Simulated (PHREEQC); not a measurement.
Solution (25 °C): 0.0012 mol/kgw FeCl3, 0.01 mol/kgw MgSO4, 0.053 mol/kgw H2SO4 and 0.00075 mol/kgw NaCl. Closed to the air; pH follows from the charge balance.

All values are PHREEQC results (ion-association model, wateq4f.dat), not measurements.

Task: The ionic strength comes out as 0.103 mol/kgw. What activity coefficients do Na+, Fe+3, FeOH+2, NaSO4-, H+ get?

Result: Na+ 0.78, Fe+3 0.18, FeOH+2 0.37, NaSO4- 0.79, H+ 0.82.

This is a speciation only: nothing precipitates in the calculation. Saturation is exceeded, for instance for Hematite (slow to form); the values hold only as long as no solid forms.
